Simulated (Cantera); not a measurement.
What does this Cantera script print?

```python
import numpy as np
import cantera as ct

gas_names = [...]  # 95 gases of nasa_gas.yaml made of C, F, H
cond_names = """
    C(gr) C6H6(L) C7H8(L) C8H18(L),n-octa
""".split()


# ... load() reads the species with a 1 bar reference pressure and builds the phases ...
atoms = {
    'CF4': {'C': 1, 'F': 4},
    'CH4': {'C': 1, 'H': 4},
}
top_T = {'C(gr)': 4500}  # K; cautious upper limits of use, not melting points


# ... equilibrate(T, P, feed) seeds the gas with the atoms and calls Mixture.equilibrate('TP', solver="vcs", rtol=1e-11, max_steps=5000) ...
results = []
feed = {'CF4': 1, 'CH4': 0.092}  # mol
P = 100000  # Pa
for T in [1923, 1948, 1973, 1998, 2023, 2048, 2073, 2098, 2123, 2148]:
    mix = equilibrate(T, P, feed)
    results.append((T, P, feed, dict(zip(mix.species_names, mix.species_moles))))
    x = sorted(zip(gas.X, gas.species_names), reverse=True)
    print(f"T = {T:g} K  P = {P:g} Pa  gas = {mix.phase_moles(0):.4g} mol")
    print("   x: " + "  ".join(f"{s} {v:.3e}" for v, s in x if v > 1e-06))
    print("   condensed (mol): " + ("  ".join(f"{mix.phase(i).name} {mix.phase_moles(i):.4g}"
          for i in range(1, mix.n_phases) if mix.phase_moles(i) > 1e-12) or "none"))
```

Result:

```
T = 1923 K  P = 100000 Pa  gas = 1.28 mol
   x: CF4 7.059e-01  HF 2.875e-01  CF2 4.823e-03  CF3 1.301e-03  F 4.826e-04  CHF3 2.306e-05  C2F4 2.167e-06  CF 1.507e-06
   condensed (mol): C(gr) 0.1806
T = 1948 K  P = 100000 Pa  gas = 1.281 mol
   x: CF4 7.045e-01  HF 2.873e-01  CF2 6.012e-03  CF3 1.556e-03  F 6.222e-04  CHF3 2.386e-05  C2F4 2.700e-06  CF 2.217e-06
   condensed (mol): C(gr) 0.1798
T = 1973 K  P = 100000 Pa  gas = 1.282 mol
   x: CF4 7.029e-01  HF 2.870e-01  CF2 7.451e-03  CF3 1.852e-03  F 7.968e-04  CHF3 2.466e-05  C2F4 3.345e-06  CF 3.230e-06
   condensed (mol): C(gr) 0.1789
T = 1998 K  P = 100000 Pa  gas = 1.284 mol
   x: CF4 7.009e-01  HF 2.867e-01  CF2 9.180e-03  CF3 2.194e-03  F 1.014e-03  CHF3 2.545e-05  CF 4.660e-06  C2F4 4.119e-06
   condensed (mol): C(gr) 0.1777
T = 2023 K  P = 100000 Pa  gas = 1.285 mol
   x: CF4 6.986e-01  HF 2.863e-01  CF2 1.125e-02  CF3 2.587e-03  F 1.283e-03  CHF3 2.623e-05  CF 6.660e-06  C2F4 5.043e-06
   condensed (mol): C(gr) 0.1763
T = 2048 K  P = 100000 Pa  gas = 1.287 mol
   x: CF4 6.958e-01  HF 2.858e-01  CF2 1.371e-02  CF3 3.036e-03  F 1.613e-03  CHF3 2.700e-05  CF 9.433e-06  C2F4 6.140e-06
   condensed (mol): C(gr) 0.1747
T = 2073 K  P = 100000 Pa  gas = 1.29 mol
   x: CF4 6.925e-01  HF 2.853e-01  CF2 1.661e-02  CF3 3.546e-03  F 2.017e-03  CHF3 2.776e-05  CF 1.324e-05  C2F4 7.433e-06
   condensed (mol): C(gr) 0.1728
T = 2098 K  P = 100000 Pa  gas = 1.293 mol
   x: CF4 6.886e-01  HF 2.846e-01  CF2 2.003e-02  CF3 4.124e-03  F 2.508e-03  CHF3 2.849e-05  CF 1.844e-05  C2F4 8.948e-06
   condensed (mol): C(gr) 0.1705
T = 2123 K  P = 100000 Pa  gas = 1.296 mol
   x: CF4 6.841e-01  HF 2.839e-01  CF2 2.403e-02  CF3 4.775e-03  F 3.101e-03  CHF3 2.920e-05  CF 2.546e-05  C2F4 1.071e-05
   condensed (mol): C(gr) 0.1678
T = 2148 K  P = 100000 Pa  gas = 1.3 mol
   x: CF4 6.789e-01  HF 2.830e-01  CF2 2.868e-02  CF3 5.504e-03  F 3.815e-03  CF 3.487e-05  CHF3 2.987e-05  C2F4 1.276e-05
   condensed (mol): C(gr) 0.1647
```

Method: chemical equilibrium by Gibbs-energy minimisation in Cantera with the NASA 1993 tables (ideal gas, pure condensed phases). The tables' values for C2F4 are old estimates; treat these amounts as uncertain. Gases not in the tables: C2F6 and larger saturated fluorocarbons.
